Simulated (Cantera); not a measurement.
What does this Cantera script print?

```python
import numpy as np
import cantera as ct

gas_names = [...]  # 92 gases of nasa_gas.yaml made of C, H, N
cond_names = """
    C(gr) C6H6(L) C7H8(L) C8H18(L),n-octa
""".split()


# ... load() reads the species with a 1 bar reference pressure and builds the phases ...
atoms = {
    'CH4': {'C': 1, 'H': 4},
    'NH3': {'N': 1, 'H': 3},
    'H2': {'H': 2},
}
top_T = {'C(gr)': 4500}  # K; cautious upper limits of use, not melting points


# ... equilibrate(T, P, feed) seeds the gas with the atoms and calls Mixture.equilibrate('TP', solver="vcs", rtol=1e-11, max_steps=5000) ...
results = []
T = 748  # K
P = 21000  # Pa
for m in [10, 14, 19, 26, 36, 49, 67, 92]:
    feed = {'CH4': 1, 'NH3': 0.052, 'H2': m}  # mol
    mix = equilibrate(T, P, feed)
    results.append((T, P, feed, dict(zip(mix.species_names, mix.species_moles))))

top = {s: max(r[3][s] / sum(r[3][g] for g in gas_names) for r in results) for s in gas_names}
cols = sorted((s for s in top if top[s] > 0.001), key=lambda s: -top[s])[:5]
seen = [c for c in cond_names if any(r[3].get(c, 0) > 1e-12 for r in results)]
print("log10 of partial pressures in bar; condensed amounts in mol")
print(f"{'n(H2)':>10s}" + "".join(f"{s[:9]:>10s}" for s in cols + seen))
for T, P, feed, n in results:
    ng = sum(n[g] for g in gas_names)
    print(f"{feed['H2']:10.4g}" + "".join(f"{np.log10(max(n[s] / ng * P / 1e5, 1e-99)):10.3f}" for s in cols)
          + "".join(f"{n.get(c, 0):10.4g}" for c in seen))
```

It prints:

```
log10 of partial pressures in bar; condensed amounts in mol
     n(H2)        H2       CH4        N2
        10    -0.720    -1.723    -3.313
        14    -0.708    -1.857    -3.447
        19    -0.701    -1.981    -3.572
        26    -0.695    -2.111    -3.703
        36    -0.690    -2.247    -3.841
        49    -0.687    -2.378    -3.973
        67    -0.684    -2.511    -4.108
        92    -0.683    -2.647    -4.246
```

Equilibrium computed with Cantera from the NASA thermochemical tables; the gas is ideal and each condensed phase is pure.
